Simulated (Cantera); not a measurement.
A closed system holds: 1 mol SiCl4, 5 mol H2, held at 0.133 bar.

Equilibrium computed with Cantera from the NASA thermochemical tables; the gas is ideal and each condensed phase is pure. Candidate condensed phases: Si; 19 gas species. The tables' values for SiCl3 are old estimates; treat these amounts as uncertain. The numbers say what is thermodynamically allowed, not how fast it happens. All values below are at 1175 K.

Base state: H2 0.770, SiCl4 0.110, HCl 0.0658, SiHCl3 0.0304, SiCl3 0.0111, SiCl2 0.0110, SiH2Cl2 0.00108, SiH3Cl 1.04e-5 (mole fractions); condensed: gas only.

Question: What changes in the equilibrium state with this change: SiCl4 replaced by Si?

Answer: 
| species | before | after |
|---|---|---|
| H2 | 0.770 | 1.00 |
| SiCl4 | 0.110 | 0 |
| HCl | 0.0658 | 0 |
| SiHCl3 | 0.0304 | 0 |
| SiCl3 | 0.0111 | 0 |
| SiCl2 | 0.0110 | 0 |
| SiH2Cl2 | 0.00108 | 0 |
| SiH3Cl | 1.04e-5 | 0 |
| Si(s), mol | 0 | 1.00 |
